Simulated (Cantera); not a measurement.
An isothermal, constant-pressure homogeneous reactor starts with 23.1 % H2, 19.2 % O2, 57.7 % N2, equivalence ratio 0.60, at 1050 K and 0.260 bar.

Model: the H2/O2 subset of GRI-Mech 3.0, which has no nitrogen chemistry, integrated in Cantera. The temperature is held fixed by assumption; the heat of reaction is taken as removed at once.

x: mole fraction; the columns are a selection and need not sum to one.

```tsv
t (s)	x H2	x O2	x H	x O	x H2O2	x HO2
2.00e-6	0.231	0.192	6.03e-11	2.18e-12	<1e-12	6.23e-11
5.97e-6	0.231	0.192	1.84e-10	1.56e-11	<1e-12	1.89e-10
1.78e-5	0.231	0.192	7.11e-10	9.99e-11	<1e-12	5.97e-10
5.32e-5	0.231	0.192	6.67e-9	?	4.60e-12	2.54e-9
0.000159	0.231	0.192	1.67e-6	?	4.72e-10	2.80e-7
0.000474	0.0316	0.103	0.0280	?	5.18e-6	4.81e-5
0.00141	0.00202	0.0877	9.75e-5	?	3.88e-6	2.73e-5
0.00422	0.000486	0.0871	5.96e-6	?	1.89e-6	1.18e-5
0.0126	9.88e-5	0.0870	5.08e-7	?	5.49e-7	3.33e-6
0.0376	1.10e-5	0.0870	2.93e-8	?	1.26e-7	4.62e-7
0.112	5.39e-7	0.0870	1.20e-9	?	3.48e-8	4.25e-8
0.335	3.07e-8	0.0870	1.08e-10	?	1.04e-8	7.96e-9
1.00	7.46e-9	0.0870	1.80e-11	?	3.38e-9	2.60e-9
```

Task: Complete the blanks.

Result: 
- 5.32e-5, x O: 1.10e-9
- 0.000159, x O: 2.81e-7
- 0.000474, x O: 0.00528
- 0.00141, x O: 0.000149
- 0.00422, x O: 1.96e-5
- 0.0126, x O: 2.97e-6
- 0.0376, x O: 4.36e-7
- 0.112, x O: 8.51e-8
- 0.335, x O: 2.27e-8
- 1.00, x O: 6.98e-9
